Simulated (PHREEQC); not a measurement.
Dissolve 0.0022 mol HF and 0.19 mol NH4F per kg of water at 25 °C. Closed to the air; pH follows from the charge balance.

Equilibrium calculation in PHREEQC: ion-association model, phreeqc.dat.

Problem. The ionic strength comes out as 0.190 mol/kgw. What activity coefficients do H+, NH4+, HF2-, F- get?

Solution. H+ 0.80, NH4+ 0.69, HF2- 0.75, F- 0.71.

This is a speciation only: nothing precipitates in the calculation.
